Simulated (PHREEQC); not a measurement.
**Polishing slurry liquid: an equilibrium model**

Solution (25 °C and 500 atm): 0.0044 mol/kgw KOH and 0.29 mol/kgw K2SO4. Closed to the air; pH follows from the charge balance.

Equilibrium calculation in PHREEQC: ion-association model, phreeqc.dat.

```
Property                      Value
--------------------  -------------
pH                            11.27
ionic strength        0.679 mol/kgw
activity of water             0.987
specific conductance    41600 µS/cm
density                 1.058 g/cm³
total alkalinity        4.40 meq/kg
```

| species | molality | activity | log γ |
|---|---|---|---|
| K+ | 0.486 | 0.306 | -0.201 |
| SO4-2 | 0.192 | 0.0362 | -0.725 |
| KSO4- | 0.0979 | 0.0667 | -0.167 |
| OH- | 0.00440 | 0.00271 | -0.211 |

Precipitation was switched off in this run. Complexes and solids missing from the database can't appear. Under pressure, the constants of complexes without a molar volume in the database are unreliable.
